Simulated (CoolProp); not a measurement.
Saturation properties of ethane.

Computed with CoolProp (reference Helmholtz-energy equation of state, Bücker 2006).

```json
[
 {"T (°C)": "-83.85", "p (kPa)": "129.9", "liquid density (kg/m³)": "537.9", "liquid conductivity (mW/(m K))": "163"},
 {"T (°C)": "-80.45", "p (kPa)": "154.0", "liquid density (kg/m³)": "533.5", "liquid conductivity (mW/(m K))": "159"},
 {"T (°C)": "-77.15", "p (kPa)": "180.5", "liquid density (kg/m³)": "529.2", "liquid conductivity (mW/(m K))": "156"},
 {"T (°C)": "-73.85", "p (kPa)": "210.4", "liquid density (kg/m³)": "524.9", "liquid conductivity (mW/(m K))": "153"},
 {"T (°C)": "-70.45", "p (kPa)": "245.0", "liquid density (kg/m³)": "520.4", "liquid conductivity (mW/(m K))": "150"},
 {"T (°C)": "-67.15", "p (kPa)": "282.6", "liquid density (kg/m³)": "515.9", "liquid conductivity (mW/(m K))": "147"},
 {"T (°C)": "-63.85", "p (kPa)": "324.4", "liquid density (kg/m³)": "511.4", "liquid conductivity (mW/(m K))": "144"},
 {"T (°C)": "-60.45", "p (kPa)": "372.1", "liquid density (kg/m³)": "506.7", "liquid conductivity (mW/(m K))": "141"},
 {"T (°C)": "-57.15", "p (kPa)": "423.2", "liquid density (kg/m³)": "502.0", "liquid conductivity (mW/(m K))": "138"},
 {"T (°C)": "-53.75", "p (kPa)": "481.2", "liquid density (kg/m³)": "497.1", "liquid conductivity (mW/(m K))": "135"},
 {"T (°C)": "-50.45", "p (kPa)": "543.0", "liquid density (kg/m³)": "492.3", "liquid conductivity (mW/(m K))": "132"},
 {"T (°C)": "-47.15", "p (kPa)": "610.4", "liquid density (kg/m³)": "487.4", "liquid conductivity (mW/(m K))": "129"},
 {"T (°C)": "-43.75", "p (kPa)": "686.1", "liquid density (kg/m³)": "482.2", "liquid conductivity (mW/(m K))": "126"},
 {"T (°C)": "-40.45", "p (kPa)": "766.0", "liquid density (kg/m³)": "477.1", "liquid conductivity (mW/(m K))": "124"}
]
```

It boils at -88.6 °C under 1 atm.

Thermal conductivity comes from a separate model (Friend 1991).
